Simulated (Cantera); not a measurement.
Charge: 1 mol Si, 0.063 mol H2O, 7.7 mol H2, equilibrated at 36.0 Pa.

Method: chemical equilibrium by Gibbs-energy minimisation in Cantera with the NASA 1993 tables (ideal gas, pure condensed phases). Candidate condensed phases: H2O, Si, SiO2; 18 gas species. Mutual solubility and eutectic melting of coexisting phases are not modelled. The tables hold silica as quartz up to 1696 K and as liquid above; real silica turns to tridymite and cristobalite and melts near 1996 K. Gases not in the tables: Si2H6 and higher silanes. Equilibrium is a limit: real reactors are often held back by kinetics, nucleation or transport.

x: gas mole fraction; n: condensed amount in mol.

```csv
T (K),x H2,x Si,x H,x SiO,n Si(s),n SiO2(β-quartz),n Si(l)
1050,1.000,6.40e-12,4.27e-7,___,0.968,0.0315,0
1125,1.000,1.95e-10,2.34e-6,___,0.968,0.0309,0
1200,0.999,3.85e-9,1.04e-5,___,0.963,0.0257,0
1275,0.992,5.36e-8,3.87e-5,0.00805,0.937,0,0
1350,0.992,5.54e-7,0.000125,0.00805,0.937,0,0
1425,0.992,4.47e-6,0.000358,0.00805,0.937,0,0
1500,0.991,2.92e-5,0.000924,0.00805,0.937,0,0
1575,0.990,0.000159,0.00218,0.00804,0.936,0,0
1650,0.986,0.000744,0.00476,0.00802,0.931,0,0
1725,0.979,0.00282,0.00969,0.00799,0,0,0.914
1800,0.964,0.00882,0.0185,0.00790,0,0,0.864
1875,0.933,0.0252,0.0334,0.00771,0,0,0.723
1950,0.869,0.0661,0.0563,0.00728,0,0,0.342
```

**Question.** Some entries are withheld; supply them.

**Answer.** 
- 1050, x SiO: 1.05e-5
- 1125, x SiO: 0.000148
- 1200, x SiO: 0.00149
